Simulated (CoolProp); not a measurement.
Vapour-liquid equilibrium of R13 (1) + propylene (2) at 1170 kPa; x and y are mole fractions of (1).

Computed with CoolProp (multi-fluid Helmholtz-energy mixture model, Platzer 1990 and Lemmon 2013; pair parameters Bell 2016). This equation is an older, rougher fit; its heat capacities, sound speeds and derivatives of the liquid may be far off and weren't checked against measurements.

### Question
Give the bubble temperature and the first vapour's composition at x = 0.25, 0.45, 0.95. Is there an azeotrope?

### Answer
x = 0.25: 276.6 K, y = 0.519; x = 0.45: 267.3 K, y = 0.697; x = 0.95: 254.9 K, y = 0.970. No azeotrope shows between x = 0.05 and 0.95.

Pair parameters are fitted to limited data, so mixtures are less certain than the pure fluids.
